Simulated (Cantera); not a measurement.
# Fluorocarbon and chlorocarbon gases: CH3Cl + Si

Input: 1 mol CH3Cl, 0.026 mol Si, held at 0.0100 bar.

Method: chemical equilibrium by Gibbs-energy minimisation in Cantera with the NASA 1993 tables (ideal gas, pure condensed phases). Candidate condensed phases: C, C6H6, C7H8, C8H18, Si, SiC; 109 gas species. The tables' values for SiCl, SiCl3, CCl are old estimates; treat these amounts as uncertain. The numbers say what is thermodynamically allowed, not how fast it happens.

```csv
T (K),log p H,log p H2,log p HCl,log p Cl,log p C3,log p SiCl2,log p C,n C(graphite)
2273,-3.24,-2.32,-2.38,-3.43,-8.00,-3.99,-8.27,0.992
2373,-3.03,-2.35,-2.41,-3.24,-7.21,-4.10,-7.58,0.986
2473,-2.84,-2.38,-2.46,-3.07,-6.49,-4.32,-6.94,0.976
2573,-2.68,-2.44,-2.53,-2.93,-5.82,-4.64,-6.36,0.962
2673,-2.54,-2.51,-2.63,-2.82,-5.21,-5.07,-5.81,0.943
2773,-2.43,-2.60,-2.76,-2.75,-4.65,-5.56,-5.31,0.909
2873,-2.34,-2.72,-2.91,-2.69,-4.12,-6.09,-4.84,0.831
2973,-2.28,-2.88,-3.10,-2.67,-3.63,-6.65,-4.41,0.615
3073,-2.26,-3.10,-3.34,-2.67,-3.19,-7.24,-4.01,0
```
log p: log10 of the partial pressure in bar; n: condensed amount in mol.

From 2273 K to 2973 K the condensed part is C(graphite). At 3073 K nothing is condensed. The main Si-bearing gas is SiCl2 at 2273 K and Si at 3073 K.
